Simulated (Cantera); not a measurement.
Cantera run:

```python
import numpy as np
import cantera as ct

gas_names = """
    O2 N2
""".split()
cond_names = """
    Cr(cr) CrN(s) Cr2N(s) Cr2O3(s)
""".split()


# ... load() reads the species with a 1 bar reference pressure and builds the phases ...
species = {s.name: s for s in load("nasa_gas.yaml", gas_names) + load("nasa_condensed.yaml", cond_names)}
T = 1650
g = {n: (s.thermo.h(T) - T * s.thermo.s(T)) / (ct.gas_constant * T * np.log(10)) for n, s in species.items()}
valid = cond_names  # the entries whose range holds T


def stable(la, lb):
    # potentials (over RT ln 10) of the two non-metals from log10 p(O2) and log10 p(N2) in bar
    mu = {}
    mu["O"] = (g["O2"] + la) / 2
    mu["N"] = (g["N2"] + lb) / 2
    cost = {}
    for n in valid:
        c = species[n].composition
        cost[n] = (g[n] - sum(c.get(e, 0) * m for e, m in mu.items())) / c["Cr"]
    return min(cost, key=cost.get)


results = []
for lb in [0, -1.1, -2.2, -3.4, -4.5, -5.6, -6.8, -7.9, -9]:
    row = [stable(la, lb) for la in [-20, -18.8, -17.6, -16.5, -15.3, -14.1, -12.9, -11.8, -10.6, -9.4, -8.2, -7.1, -5.9, -4.7, -3.5, -2.4, -1.2, 0]]
    results.append(row)
    print(f"{lb:6.1f}  " + " ".join(f"{valid.index(n):x}" for n in row))
print("key: " + ", ".join(f"{i:x} {n}" for i, n in enumerate(valid)))
```

Output:

```
   0.0  2 2 2 2 2 3 3 3 3 3 3 3 3 3 3 3 3 3
  -1.1  0 0 0 0 0 3 3 3 3 3 3 3 3 3 3 3 3 3
  -2.2  0 0 0 0 0 3 3 3 3 3 3 3 3 3 3 3 3 3
  -3.4  0 0 0 0 0 3 3 3 3 3 3 3 3 3 3 3 3 3
  -4.5  0 0 0 0 0 3 3 3 3 3 3 3 3 3 3 3 3 3
  -5.6  0 0 0 0 0 3 3 3 3 3 3 3 3 3 3 3 3 3
  -6.8  0 0 0 0 0 3 3 3 3 3 3 3 3 3 3 3 3 3
  -7.9  0 0 0 0 0 3 3 3 3 3 3 3 3 3 3 3 3 3
  -9.0  0 0 0 0 0 3 3 3 3 3 3 3 3 3 3 3 3 3
key: 0 Cr(cr), 1 CrN(s), 2 Cr2N(s), 3 Cr2O3(s)
```

Source: NASA polynomial tables (part measured, part estimated), evaluated in Cantera.
